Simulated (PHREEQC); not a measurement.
Make-up at 50 °C: 0.046 mol/kgw (NH4)2SiF6. Closed to the air; pH follows from the charge balance.

Computed with PHREEQC (ion-association model, wateq4f.dat).

Precipitation was switched off in this run.

### Question
Estimate the pH.

### Answer
pH 3.14.

### Question
In which forms is Si present?

### Answer
SiF6-2 97 %, H4SiO4 2.8 % of the Si.

Saturation is exceeded, for instance for Quartz (slow to form), Chalcedony (slow to form); the values hold only as long as no solid forms. Away from 25 °C the constants follow the database's enthalpies or fits; those with neither stay at their 25 °C values. SiF6-2 is the database's only silicon fluoride.
